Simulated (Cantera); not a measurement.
A counterflow diffusion flame at 1.78 atm, nozzles 20 mm apart: fuel side 44.2 % CO, 3.31 % H2, 42.4 % CH4, 10.2 % N2 at 525 K, oxidiser side 18.0 % O2, 82.0 % N2 at 450 K, fuel mass flux 0.87 times the oxidiser's; mixture-averaged transport, no radiation.

Cantera simulation using GRI-Mech 3.0 (53 species, 325 reactions); the numbers are that mechanism's predictions, not measurements. GRI-Mech 3.0 has no aromatics or soot, which form on the fuel side of real flames. The maximum strain rate includes the flame's own expansion and is several times the mean. A flux with no burning solution from the previous one only brackets extinction.

x: mole fraction; the columns are a selection and need not sum to one.

```
oxidiser flux (kg/m²/s)  max strain (1/s)  mean strain (1/s)  T max (K)  peak x OH  peak x H   peak x NO  peak x CO  peak x C2H2
-----------------------  ----------------  -----------------  ---------  ---------  --------  ----------  ---------  -----------
1.1                                   352               92.4       1994    0.00484   0.00267  (withheld)      0.442      0.00489
1.7                                   531                143       1969    0.00477   0.00285  (withheld)      0.442      0.00429
2.8                                   856                235       1938    0.00460   0.00302  (withheld)      0.442      0.00366
4.5                                  1350                378       1896    0.00422   0.00304  (withheld)      0.442      0.00289
7.2                                  2100                604       1818    0.00333   0.00263  (withheld)      0.442      0.00169
```

### Question
What belongs in the gaps?

### Answer

- 1.1, peak x NO: 0.000145
- 1.7, peak x NO: 0.000120
- 2.8, peak x NO: 8.95e-5
- 4.5, peak x NO: 5.72e-5
- 7.2, peak x NO: 2.31e-5
